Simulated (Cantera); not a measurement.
Cantera run:

```python
import numpy as np
import cantera as ct

gas_names = """
    AL ALCL ALCL2 ALCL3 ALN ALO ALOCL ALO2 AL2 AL2CL6 AL2O AL2O2 CL CLO CL2 N NO NO2 NO3 N2 N2O O O2 O3
""".split()
cond_names = """
    AL(cr) AL(L) ALCL3(s) ALCL3(L) ALN(s) AL2O3(a) AL2O3(L)
""".split()


# ... load() reads the species with a 1 bar reference pressure and builds the phases ...
atoms = {
    'AlCl3': {'AL': 1, 'CL': 3},
    'N2O': {'N': 2, 'O': 1},
    'N2': {'N': 2},
}
top_T = {'ALN(s)': 2750}  # K; cautious upper limits of use, not melting points


# ... equilibrate(T, P, feed) seeds the gas with the atoms and calls Mixture.equilibrate('TP', solver="vcs", rtol=1e-11, max_steps=5000) ...
results = []
feed = {'AlCl3': 1, 'N2O': 0.66, 'N2': 51}  # mol
P = 710  # Pa
for T in [823, 973, 1123, 1273, 1423, 1573, 1723, 1873]:
    mix = equilibrate(T, P, feed)
    results.append((T, P, feed, dict(zip(mix.species_names, mix.species_moles))))
    x = sorted(zip(gas.X, gas.species_names), reverse=True)
    print(f"T = {T:g} K  P = {P:g} Pa  gas = {mix.phase_moles(0):.4g} mol")
    print("   x: " + "  ".join(f"{s} {v:.3e}" for v, s in x if v > 1e-06))
    print("   condensed (mol): " + ("  ".join(f"{mix.phase(i).name} {mix.phase_moles(i):.4g}"
          for i in range(1, mix.n_phases) if mix.phase_moles(i) > 1e-12) or "none"))
```

It prints:

```
T = 823 K  P = 710 Pa  gas = 52.88 mol
   x: N2 9.769e-01  CL2 1.247e-02  ALCL3 1.059e-02  CL 2.084e-05  AL2CL6 1.617e-06
   condensed (mol): AL2O3(a) 0.22
T = 973 K  P = 710 Pa  gas = 52.89 mol
   x: N2 9.768e-01  CL2 1.231e-02  ALCL3 1.059e-02  CL 3.378e-04
   condensed (mol): AL2O3(a) 0.22
T = 1123 K  P = 710 Pa  gas = 52.95 mol
   x: N2 9.757e-01  CL2 1.121e-02  ALCL3 1.058e-02  CL 2.517e-03
   condensed (mol): AL2O3(a) 0.22
T = 1273 K  P = 710 Pa  gas = 53.14 mol
   x: N2 9.721e-01  ALCL3 1.054e-02  CL 9.937e-03  CL2 7.450e-03
   condensed (mol): AL2O3(a) 0.22
T = 1423 K  P = 710 Pa  gas = 53.41 mol
   x: N2 9.672e-01  CL 1.984e-02  ALCL3 1.049e-02  CL2 2.439e-03
   condensed (mol): AL2O3(a) 0.22
T = 1573 K  P = 710 Pa  gas = 53.52 mol
   x: N2 9.653e-01  CL 2.375e-02  ALCL3 1.046e-02  CL2 4.595e-04  ALCL2 9.169e-06
   condensed (mol): AL2O3(a) 0.22
T = 1723 K  P = 710 Pa  gas = 53.54 mol
   x: N2 9.648e-01  CL 2.463e-02  ALCL3 1.030e-02  ALCL2 1.459e-04  CL2 9.190e-05  ALCL 7.790e-06  ALOCL 7.357e-06
   condensed (mol): AL2O3(a) 0.2198
T = 1873 K  P = 710 Pa  gas = 53.65 mol
   x: N2 9.629e-01  CL 2.664e-02  ALCL3 8.763e-03  ALCL2 1.219e-03  ALCL 4.356e-04  ALOCL 6.293e-05  CL2 2.608e-05  NO 1.269e-06
   condensed (mol): AL2O3(a) 0.2188
```

Method: chemical equilibrium by Gibbs-energy minimisation in Cantera with the NASA 1993 tables (ideal gas, pure condensed phases). The tables' values for AlCl2 are old estimates; treat these amounts as uncertain. Condensed phases not in the tables: AlOCl.
